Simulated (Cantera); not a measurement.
A perfectly stirred reactor is fed with 10.1 % CH4, 0.719 % CO, 18.7 % O2, 70.4 % N2, equivalence ratio 1.1, at 190000 Pa; it is adiabatic with a 525 K inlet, and is followed from long to short residence time, starting on the burning branch (τ in s: 0.043, 0.017, 0.0067, 0.0027, 0.0011, 0.00042, 0.00017, 6.6e-05, 2.6e-05).

Computed with Cantera and GRI-Mech 3.0 (53 species, 325 reactions).

One state of this run: T (K) = 2230; x CH4 = 6.65e-5; x CO = 0.0359; x O2 = 0.00658; x OH = 0.00657; x H2O = 0.175. x: mole fraction; the columns are a selection and need not sum to one.

### Question
Which value of τ (s) does it belong to?
A. 2.6e-5
B. 0.017
C. 0.0011
D. 0.00042

### Answer
C, 0.0011
